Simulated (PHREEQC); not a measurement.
Dissolve 0.2 mol NaCl, 3.6e-05 mol H3BO3 and 0.038 mol MgCl2 per kg of water at 25 °C. Closed to the air; pH follows from the charge balance.

Equilibrium calculation in PHREEQC: ion-association model, phreeqc.dat.

**Question.** The ionic strength comes out as 0.314 mol/kgw. What activity coefficients do Mg+2, Na+, Cl- get?

**Answer.** Mg+2 0.31, Na+ 0.73, Cl- 0.68.

Precipitation was switched off in this run.
